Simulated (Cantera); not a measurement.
A closed system holds: 1 mol Pb, 1.6 mol H2, 0.13 mol N2, at 1575 K and 3.45 Torr.

Equilibrium computed with Cantera from the NASA thermochemical tables; the gas is ideal and each condensed phase is pure. Candidate condensed phases: Pb; 11 gas species. Kinetics and transport are ignored.

Base state: H2 0.586, Pb 0.366, N2 0.0476, H 0.000469 (mole fractions); condensed: gas only.

**Question.** What changes in the equilibrium state with this change: temperature from 1575 K to 950 K?

**Answer.** 
```tsv
species	before	after
H2	0.586	0.924
N2	0.0476	0.0751
Pb	0.366	0.00109
H	0.000469	7.88e-9
Pb(l), mol	0	0.998
```
